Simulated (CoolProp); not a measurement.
n-nonane at 316.2 K and 0.191 MPa flows at 0.99 m/s in a round tube of 25 mm bore and 0.25 µm roughness, fully developed (64/Re and Nu = 3.66 if laminar; Colebrook and Gnielinski if turbulent). Each further row changes one setting.

Values from CoolProp's reference Helmholtz-energy equation of state, Lemmon 2006. It is a short technical equation, of lower accuracy than the large ones.

| case | Reynolds number | Darcy friction factor | pressure drop (Pa/m) | heat-transfer coefficient (W/(m² K)) | mass flow (kg/h) |
|---|---|---|---|---|---|
| as stated | 32800 | 0.0230 | 316 | ___ | ___ |
| velocity 1.98 m/s | 65600 | 0.0197 | 1080 | 2340 | 2450 |
| diameter 50 mm | 65600 | 0.0197 | ___ | 1170 | 4900 |

Question: Some entries are withheld; supply them.

Answer: 
- as stated, heat-transfer coefficient (W/(m² K)): 1270
- as stated, mass flow (kg/h): 1220
- diameter 50 mm, pressure drop (Pa/m): 135

Viscosity comes from a separate model (Huber 2004). Thermal conductivity comes from a separate model (Huber 2005).
